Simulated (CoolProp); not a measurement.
Vapour-liquid equilibrium of C2F6 (R116) (1) + R22 (2) at 235.3 K; x and y are mole fractions of (1).

The numbers come from the multi-fluid Helmholtz-energy mixture model, Lemmon 2006 and Kamei 1995; pair parameters Bell 2016 in CoolProp.

```
x     bubble pressure, mixture model (MPa)  bubble pressure, Raoult's law (MPa)  y, mixture model  y, Raoult's law
----  ------------------------------------  -----------------------------------  ----------------  ---------------
0.05                                0.2288                               0.1395             0.499            0.209
0.2                                 0.4046                               0.2096             0.732            0.557
0.35                                0.4670                               0.2797             0.779            0.730
0.5                                 0.4975                               0.3498             0.803            0.834
0.65                                0.5242                               0.4199             0.832            0.903
0.8                                 0.5529                               0.4900             0.878            0.953
0.95                                0.5782                               0.5600             0.960            0.990
```

The largest gap from Raoult's law is +93.0 % in bubble pressure, at x = 0.2. No azeotrope shows between x = 0.05 and 0.95.

The pair parameters rest on a limited set of measurements; away from them the model extrapolates. With so large a gap from Raoult's law the liquid may split in two, which this calculation doesn't test in full.
